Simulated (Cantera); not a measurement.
Cantera run:

```python
import numpy as np
import cantera as ct

gas_names = """
    H HO2 H2 H2O H2O2 O OH O2 O3 V VO VO2
""".split()
cond_names = """
    H2O(s) H2O(L) V(cr) V(L) VO(s) VO(L) V2O3(s) V2O3(L) V2O4(I) V2O4(II) V2O4(L) V2O5(s) V2O5(L)
""".split()


# ... load() reads the species with a 1 bar reference pressure and builds the phases ...
atoms = {
    'V2O5': {'V': 2, 'O': 5},
    'H2': {'H': 2},
}
top_T = {}  # K; cautious upper limits of use, not melting points


# ... equilibrate(T, P, feed) seeds the gas with the atoms and calls Mixture.equilibrate('TP', solver="vcs", rtol=1e-11, max_steps=5000) ...
results = []
feed = {'V2O5': 1, 'H2': 30}  # mol
T = 1825  # K
P = 1333.22  # Pa
mix = equilibrate(T, P, feed)
results.append((T, P, feed, dict(zip(mix.species_names, mix.species_moles))))
print(gas.report(threshold=1e-06))
for i in range(1, mix.n_phases):
    print(f"{mix.phase(i).name:16s} {mix.phase_moles(i):12.5e} mol")
```

It prints:

```
       temperature   1825 K
          pressure   1333.2 Pa
           density   0.00027104 kg/m^3
  mean mol. weight   3.0848 kg/kmol
   phase of matter   gas

                          1 kg             1 kmol
                     ---------------   ---------------
          enthalpy        1.0646e+07        3.2841e+07  J
   internal energy        5.7271e+06        1.7667e+07  J
           entropy             74032        2.2838e+05  J/K
    Gibbs function       -1.2446e+08       -3.8395e+08  J
 heat capacity c_p             11235             34657  J/K
 heat capacity c_v            8539.3             26342  J/K

                      mass frac. Y      mole frac. X     chem. pot. / RT
                     ---------------   ---------------   ---------------
                 H         0.0012017         0.0036777           -11.792
                H2           0.60759           0.92973           -23.583
               H2O           0.38815          0.066466           -50.042
                OH        0.00010132        1.8379e-05            -38.25
                VO        7.5763e-05        3.4914e-06           -40.235
               VO2         0.0028776        0.00010703           -66.694
     [   +6 minor]        4.4632e-07        6.5989e-08

V(cr)             0.00000e+00 mol
VO(s)             0.00000e+00 mol
V2O3(s)           9.98339e-01 mol
V2O4(L)           0.00000e+00 mol
V2O5(L)           0.00000e+00 mol
```

Cantera equilibrium calculation (NASA polynomials, part measured and part estimated; ideal gas, pure solids and liquids). Condensed phases not in the tables: the oxides between V2O3 and V2O5 other than VO2.
